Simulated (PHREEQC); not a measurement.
A solution holds 0.013 mol/kgw H2SO4, 0.25 mol/kgw ZnSO4 and 0.00027 mol/kgw Na2SO4, at 82 °C. Closed to the air; pH follows from the charge balance.

All values are PHREEQC results (ion-association model, phreeqc.dat), not measurements.

```tsv
quantity	before	after
pH	2.57	2.27
HSO4- (mol/kgw)	0.0224	0.0193
Na+ (mol/kgw)	0.000492	0.000518
NaSO4- (mol/kgw)	4.78e-5	2.23e-5
```

Q: Which change was made?
A. diluted 5-fold with water
B. 0.035 mol/kgw NaHSO4 added
C. ZnSO4 replaced by FeSO4 at the same molality
D. ZnSO4 replaced by CdSO4 at the same molality
E. ZnSO4 from 0.25 to 0.05 mol/kgw

A: E, ZnSO4 from 0.25 to 0.05 mol/kgw

Precipitation was switched off in this run. Constants without temperature data keep their 25 °C values here.
